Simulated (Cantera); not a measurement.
An isothermal, constant-pressure homogeneous reactor starts with CH4 : H2 : N2 = 0.01 : 1 : 0.00025 (molar parts), at 1923 K and 0.132 atm. Integrator tolerance rtol = 1e-08.

Computed with Cantera and GRI-Mech 3.0 (53 species, 325 reactions). GRI-Mech 3.0 stops at C3 and has no aromatics, soot or wall deposition, so with more carbon than oxygen in the feed, carbon stays in small species such as C2H2 where larger ones or solid carbon would form.

Problem. What does this change do: temperature 1923 to 2923 K?

Solution. 
```json
[
 {"quantity": "x(CH4) at 30.0 s", "before": "0.000224 (gas-phase equilibrium 0.000220)", "after": "1.82e-6 (gas-phase equilibrium 1.85e-6)"},
 {"quantity": "x(H2) at 30.0 s", "before": "0.992 (gas-phase equilibrium 0.992)", "after": "0.708 (gas-phase equilibrium 0.708)"},
 {"quantity": "x(C2H2) at 30.0 s", "before": "0.00477 (gas-phase equilibrium 0.00459)", "after": "0.00374 (gas-phase equilibrium 0.00374)"},
 {"quantity": "x(C2H) at 30.0 s", "before": "1.77e-7 (gas-phase equilibrium 1.70e-7)", "after": "0.000233 (gas-phase equilibrium 0.000233)"},
 {"quantity": "x(HCN) at 30.0 s", "before": "5.65e-8 (gas-phase equilibrium 0.000360)", "after": "0.000337 (gas-phase equilibrium 0.000338)"},
 {"quantity": "x(CH2) at 30.0 s", "before": "3.73e-8 (gas-phase equilibrium 3.66e-8)", "after": "8.71e-6 (gas-phase equilibrium 8.82e-6)"},
 {"quantity": "x(H) at 30.0 s", "before": "0.00259 (gas-phase equilibrium 0.00259)", "after": "0.288 (gas-phase equilibrium 0.288)"}
]
```

Problem. What does this change do: temperature 1923 to 2600 K?

Solution. 
| quantity | before | after |
|---|---|---|
| x(CH4) at 30.0 s | 0.000224 (gas-phase equilibrium 0.000220) | 7.46e-6 (gas-phase equilibrium 7.54e-6) |
| x(H2) at 30.0 s | 0.992 (gas-phase equilibrium 0.992) | 0.895 (gas-phase equilibrium 0.895) |
| x(C2H2) at 30.0 s | 0.00477 (gas-phase equilibrium 0.00459) | 0.00444 (gas-phase equilibrium 0.00441) |
| x(C2H) at 30.0 s | 1.77e-7 (gas-phase equilibrium 1.70e-7) | 4.37e-5 (gas-phase equilibrium 4.33e-5) |
| x(HCN) at 30.0 s | 5.65e-8 (gas-phase equilibrium 0.000360) | 0.000306 (gas-phase equilibrium 0.000376) |
| x(CH2) at 30.0 s | 3.73e-8 (gas-phase equilibrium 3.66e-8) | 2.72e-6 (gas-phase equilibrium 2.75e-6) |
| x(H) at 30.0 s | 0.00259 (gas-phase equilibrium 0.00259) | 0.100 (gas-phase equilibrium 0.100) |
